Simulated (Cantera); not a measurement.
An adiabatic, constant-pressure homogeneous reactor starts with H₂ : O₂ : N₂ : NO = 1 : 0.575 : 2.16 : 0.005 (molar parts), at 1400 K and 10.0 bar. Integrator tolerance rtol = 1e-08.

Cantera simulation using GRI-Mech 3.0 (53 species, 325 reactions); the numbers are that mechanism's predictions, not measurements. The hydrogen kinetics of GRI-Mech 3.0 are dated; newer H2 mechanisms differ, most at raised pressure.

### Question
What does this change do: initial temperature 1400 to 1200 K?

### Answer
| quantity | before | after |
|---|---|---|
| time of steepest temperature rise | 2.33 µs | 15.9 µs |
| temperature at 0.200 s | 2939 K | 2841 K |
| equilibrium temperature | 2939 K | 2841 K |
| x(H₂) at 0.200 s | 0.0212 (gas-phase equilibrium 0.0212) | 0.0157 (gas-phase equilibrium 0.0157) |
| x(O₂) at 0.200 s | 0.0210 (gas-phase equilibrium 0.0210) | 0.0204 (gas-phase equilibrium 0.0204) |
| x(NO) at 0.200 s | 0.0127 (gas-phase equilibrium 0.0127) | 0.0111 (gas-phase equilibrium 0.0111) |
| x(O) at 0.200 s | 0.00421 (gas-phase equilibrium 0.00421) | 0.00290 (gas-phase equilibrium 0.00290) |
| x(N₂O) at 0.200 s | 2.05e-6 (gas-phase equilibrium 2.05e-6) | 1.79e-6 (gas-phase equilibrium 1.79e-6) |
| x(NO₂) at 0.200 s | 7.67e-6 (gas-phase equilibrium 7.67e-6) | 7.11e-6 (gas-phase equilibrium 7.11e-6) |
| x(N₂) at 0.200 s | 0.646 (gas-phase equilibrium 0.646) | 0.651 (gas-phase equilibrium 0.651) |
The mechanism lacks 2 NO + O2 → 2 NO2 and HONO, so NO2 and the effect of NO are under-described below about 1400 K.

### Question
What does this change do: pressure from 10.0 bar to 1.10 bar?

### Answer
```json
[
 {"quantity": "time of steepest temperature rise", "before": "2.33 µs", "after": "16.9 µs"},
 {"quantity": "temperature at 0.200 s", "before": "2939 K", "after": "2782 K"},
 {"quantity": "equilibrium temperature", "before": "2939 K", "after": "2782 K"},
 {"quantity": "x(H₂) at 0.200 s", "before": "0.0212 (gas-phase equilibrium 0.0212)", "after": "0.0304 (gas-phase equilibrium 0.0304)"},
 {"quantity": "x(O₂) at 0.200 s", "before": "0.0210 (gas-phase equilibrium 0.0210)", "after": "0.0249 (gas-phase equilibrium 0.0249)"},
 {"quantity": "x(NO) at 0.200 s", "before": "0.0127 (gas-phase equilibrium 0.0127)", "after": "0.0112 (gas-phase equilibrium 0.0112)"},
 {"quantity": "x(O) at 0.200 s", "before": "0.00421 (gas-phase equilibrium 0.00421)", "after": "0.00766 (gas-phase equilibrium 0.00766)"},
 {"quantity": "x(N₂O) at 0.200 s", "before": "2.05e-6 (gas-phase equilibrium 2.05e-6)", "after": "5.89e-7 (gas-phase equilibrium 5.89e-7)"},
 {"quantity": "x(NO₂) at 0.200 s", "before": "7.67e-6 (gas-phase equilibrium 7.67e-6)", "after": "2.75e-6 (gas-phase equilibrium 2.75e-6)"},
 {"quantity": "x(N₂) at 0.200 s", "before": "0.646 (gas-phase equilibrium 0.646)", "after": "0.638 (gas-phase equilibrium 0.638)"}
]
```
